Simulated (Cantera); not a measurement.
An isothermal, constant-pressure homogeneous reactor starts with 31.2 % CH4, 68.8 % H2O, at 1600 K and 5.20 bar.

Model: GRI-Mech 3.0 (53 species, 325 reactions), integrated in Cantera.

x: mole fraction; the columns are a selection and need not sum to one.

```json
[
 {"t (s)": "0.000300", "x CH4": "0.308", "x H2O": "0.687", "x H": "4.13e-7", "x O2": "7.34e-12", "x CH2CO": "1.03e-8"},
 {"t (s)": "0.000854", "x CH4": "0.298", "x H2O": "0.684", "x H": "1.05e-6", "x O2": "3.74e-11", "x CH2CO": "5.52e-7"},
 {"t (s)": "0.00243", "x CH4": "0.271", "x H2O": "0.670", "x H": "2.54e-6", "x O2": "8.98e-11", "x CH2CO": "8.93e-6"},
 {"t (s)": "0.00693", "x CH4": "0.221", "x H2O": "0.641", "x H": "5.06e-6", "x O2": "6.41e-11", "x CH2CO": "2.94e-5"},
 {"t (s)": "0.0197", "x CH4": "0.153", "x H2O": "0.599", "x H": "8.26e-6", "x O2": "2.25e-11", "x CH2CO": "4.39e-5"},
 {"t (s)": "0.0562", "x CH4": "___", "x H2O": "___", "x H": "___", "x O2": "1.21e-11", "x CH2CO": "4.64e-5"},
 {"t (s)": "0.160", "x CH4": "0.0766", "x H2O": "___", "x H": "1.39e-5", "x O2": "8.23e-12", "x CH2CO": "___"},
 {"t (s)": "0.456", "x CH4": "0.0733", "x H2O": "0.410", "x H": "1.50e-5", "x O2": "5.35e-12", "x CH2CO": "1.50e-5"},
 {"t (s)": "1.30", "x CH4": "0.0587", "x H2O": "0.330", "x H": "1.63e-5", "x O2": "3.30e-12", "x CH2CO": "4.89e-6"},
 {"t (s)": "3.70", "x CH4": "0.0354", "x H2O": "0.269", "x H": "1.74e-5", "x O2": "2.03e-12", "x CH2CO": "1.22e-6"},
 {"t (s)": "10.5", "x CH4": "0.0140", "x H2O": "0.231", "x H": "1.81e-5", "x O2": "1.37e-12", "x CH2CO": "2.44e-7"},
 {"t (s)": "30.0", "x CH4": "0.00239", "x H2O": "0.214", "x H": "1.84e-5", "x O2": "1.11e-12", "x CH2CO": "2.90e-8"}
]
```

Question: Fill in the missing entries.

Answer: 
- 0.0562, x CH4: 0.0949
- 0.0562, x H2O: 0.549
- 0.0562, x H: 1.17e-5
- 0.160, x H2O: 0.488
- 0.160, x CH2CO: 3.27e-5
